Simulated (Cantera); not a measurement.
Charge: 1 mol HMDSO, 27 mol NO, 2.5 mol H2, equilibrated at 45000 Pa.

These are equilibrium values from Cantera (NASA tables, ideal gas, pure condensed phases), not measurements of a reactor. Candidate condensed phases: C, C6H6, C7H8, C8H18, H2O, Si, SiC, SiO2, Si2N2O, Si3N4; 151 gas species. The feed counts by its element totals alone. The tables hold silica as quartz up to 1696 K and as liquid above; real silica turns to tridymite and cristobalite and melts near 1996 K. Gases not in the tables: Si(OH)4. The numbers say what is thermodynamically allowed, not how fast it happens.

x: gas mole fraction; n: condensed amount in mol.

```tsv
T (K)	x N2	x H2O	x CO2	x O2	x OH	x NO	x CO	n SiO2(β-quartz)	n SiO2(condensed)
850	0.432	0.368	0.192	0.00800	3.79e-9	6.50e-7	<1e-12	2.00	0
950	0.432	0.368	0.192	0.00800	4.25e-8	2.53e-6	3.25e-11	2.00	0
1050	0.432	0.368	0.192	0.00800	?	?	?	2.00	0
1150	0.432	0.368	0.192	0.00799	1.52e-6	1.90e-5	1.64e-8	2.00	0
1250	0.432	0.368	0.192	0.00798	?	?	?	2.00	0
1350	0.432	0.368	0.192	0.00796	1.89e-5	7.81e-5	1.29e-6	2.00	0
1450	0.432	0.368	0.192	0.00792	5.15e-5	0.000137	7.24e-6	2.00	0
1550	0.432	0.368	0.192	0.00788	0.000123	0.000222	3.26e-5	2.00	0
1650	0.432	0.368	0.192	0.00786	0.000264	0.000341	0.000122	2.00	0
1750	0.432	0.367	0.192	0.00791	0.000521	0.000501	0.000388	0	2.00
```

**Question.** Some entries are withheld; supply them.

**Answer.** 
- 1050, x OH: 3.02e-7
- 1050, x NO: 7.63e-6
- 1050, x CO: 9.83e-10
- 1250, x OH: 5.94e-6
- 1250, x NO: 4.07e-5
- 1250, x CO: 1.73e-7
